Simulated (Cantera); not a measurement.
Input: 1 mol KOH, 8.1 mol H2, 0.24 mol H2O, held at 10000 Pa.

Equilibrium computed with Cantera from the NASA thermochemical tables; the gas is ideal and each condensed phase is pure. Candidate condensed phases: H2O, K, KOH, KO2, K2O, K2O2; 15 gas species. The numbers say what is thermodynamically allowed, not how fast it happens.

log p: log10 of the partial pressure in bar; n: condensed amount in mol.

```csv
T (°C),log p H2,log p H2O,log p K,log p KOH,log p H,log p K2(OH)2,n KOH(l)
475,-1.01,-2.54,-7.04,-5.81,<-13,-6.16,1.000
625,-1.01,-2.53,-4.26,-3.90,-10.47,-4.59,0.981
775,-1.05,[?],[?],[?],[?],[?],[?]
925,-1.09,-2.06,-2.21,-2.39,-7.27,-4.40,0
1075,-1.10,-1.99,[?],[?],[?],[?],0
1225,-1.10,-1.96,-2.07,-2.77,-5.32,-6.83,0
1375,-1.11,-1.94,-2.04,-2.94,-4.60,-7.79,0
1525,-1.11,-1.93,-2.03,-3.09,-4.01,-8.60,0
1675,-1.11,-1.92,-2.02,-3.23,-3.50,-9.30,0
1825,-1.11,-1.92,-2.01,-3.35,-3.07,-9.90,0
1975,-1.12,-1.92,-2.01,-3.46,-2.69,-10.43,0
```

Task: Complete the blanks.

Result: 
- 775, log p H2O: -2.28
- 775, log p K: -2.59
- 775, log p KOH: -2.57
- 775, log p H: -8.64
- 775, log p K2(OH)2: -3.55
- 775, n KOH(l): 0.482
- 1075, log p K: -2.12
- 1075, log p KOH: -2.58
- 1075, log p H: -6.19
- 1075, log p K2(OH)2: -5.71
